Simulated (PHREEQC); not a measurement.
1 kg of water holding 0.41 mol KCl and 0.096 mol Na2CO3 is evaporated at 20 °C; the solids stay in contact with the brine. No CO2 enters from the air. The run lets Halite, Kalicinite, Nahcolite, Natron, Sylvite, Trona precipitate or redissolve, and no other solid.

The numbers come from PHREEQC with the Pitzer model, pitzer.dat.

Question: Predict ionic strength, Cl in solution (mol/kgw), pH at water left (kg) = 0.5552, 0.2082.

Answer: 
```json
[
 {"water left (kg)": "0.5552", "ionic strength": "1.25", "Cl in solution (mol/kgw)": "0.738", "pH": "11.45"},
 {"water left (kg)": "0.2082", "ionic strength": "3.35", "Cl in solution (mol/kgw)": "1.97", "pH": "11.63"}
]
```
